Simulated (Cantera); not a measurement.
Input (Python, Cantera) and output of one run.

```python
import numpy as np
import cantera as ct

gas_names = [...]  # 87 gases of nasa_gas.yaml made of C, H, Si
cond_names = """
    C(gr) C6H6(L) C7H8(L) C8H18(L),n-octa Si(cr) Si(L) SiC(b)
""".split()


# ... load() reads the species with a 1 bar reference pressure and builds the phases ...
atoms = {
    'Si(CH3)4': {'Si': 1, 'C': 4, 'H': 12},
    'C3H8': {'C': 3, 'H': 8},
    'H2': {'H': 2},
}
top_T = {'C(gr)': 4500, 'SiC(b)': 3050}  # K; cautious upper limits of use, not melting points


# ... equilibrate(T, P, feed) seeds the gas with the atoms and calls Mixture.equilibrate('TP', solver="vcs", rtol=1e-11, max_steps=5000) ...
results = []
feed = {'Si(CH3)4': 1, 'C3H8': 0.32, 'H2': 53}  # mol
T = 2173.15  # K
P = 10000  # Pa
mix = equilibrate(T, P, feed)
results.append((T, P, feed, dict(zip(mix.species_names, mix.species_moles))))
x = sorted(zip(gas.X, gas.species_names), reverse=True)
print(f"T = {T:g} K  P = {P:g} Pa  gas = {mix.phase_moles(0):.4g} mol")
print("   x: " + "  ".join(f"{s} {v:.3e}" for v, s in x if v > 0.0001))
print("   condensed (mol): " + ("  ".join(f"{mix.phase(i).name} {mix.phase_moles(i):.4g}"
      for i in range(1, mix.n_phases) if mix.phase_moles(i) > 1e-12) or "none"))
```

Result:

```
T = 2173.15 K  P = 10000 Pa  gas = 60.76 mol
   x: H2 9.823e-01  H 1.514e-02  C2H2,acetylene 2.169e-03  Si 2.798e-04
   condensed (mol): C(gr) 3.714  SiC(b) 0.9756
```

Equilibrium computed with Cantera from the NASA thermochemical tables; the gas is ideal and each condensed phase is pure. Gases not in the tables: Si2H6 and higher silanes.
